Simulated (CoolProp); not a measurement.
A single-stage vapour-compression cycle with the fluid: evaporating at 326.15 K (dew point), condensing at 348.15 K (bubble point), superheat 10 K, subcooling 0 K, compressor efficiency 0.85, no pressure losses. The same conditions are run with several fluids, on thermodynamics alone (safety and materials aside).

The numbers come from the reference Helmholtz-energy equation of state of each fluid (cyclopropane: Polt 1992; trans-2-butene: Lemmon 2005; R236EA: Rui 2013; R1224YDZ: Akasaka 2023; tetrahydrofuran: Fiedler 2023; the fluoroketone C6F12O (FK-5-1-12): McLinden 2015) in CoolProp. The equations of Platzer and Polt are older, rougher fits.

| fluid | cooling COP | pressure ratio | discharge temperature (K) | refrigerating effect (kJ/kg) | volumetric capacity (kJ/m³) |
|---|---|---|---|---|---|
| cyclopropane | 10.6 | 1.59 | 364.1 | 318 | 8420 |
| trans-2-butene | 11.2 | 1.70 | 357.8 | 312 | 3680 |
| R236EA | 11.0 | 1.79 | 353.9 | 120 | 3660 |
| R1224YDZ | 11.2 | 1.80 | 355.1 | 131 | 2790 |
| tetrahydrofuran | 11.9 | 2.06 | 363.6 | 397 | 681 |
| the fluoroketone C6F12O (FK-5-1-12) | 10.8 | 1.98 | 348.1 | 70.8 | 990 |

The compression ends wet for: the fluoroketone C6F12O (FK-5-1-12).
